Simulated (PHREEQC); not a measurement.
A column of 0.2 m (40 cells, dispersivity 0.016 m, 60 s a shift, diffusion coefficient 3e-10 m²/s) holds 0.024 eq of the database's cation exchanger X per kg of pore water, first in equilibrium with 0.00091 mol BaCl2 and 1e-05 mol HCl per kg of water. It is flushed with 0.02 mol CdCl2, 0.0076 mol KBr and 1e-05 mol HCl per kg of water, at 15 °C. Values are for the last cell. No CO2 enters from the air. Precipitation was switched off in this run.

Base run: PHREEQC, ion-association model, phreeqc.dat. Each further column changes one thing. The table gives K in solution (mol/kgw).

```csv
pore volumes,base,exchange capacity from 0.024 to 0.012 eq/kgw,dispersivity from 0.016 to 0.032 m
0,0,0,0
0.3875,5.08e-8,1.74e-6,1.44e-5
0.7625,0.000432,0.000978,0.00106
1.137,0.00247,0.00366,0.00303
1.512,0.00452,0.00567,0.00463
1.887,0.00584,0.00672,0.00571
2.138,0.00639,0.00708,0.00619
2.513,0.00690,0.00736,0.00669
2.888,0.00719,0.00749,0.00700
3.263,0.00735,0.00755,0.00720
3.638,0.00745,0.00758,0.00733
4.013,0.00750,0.00759,0.00741
```
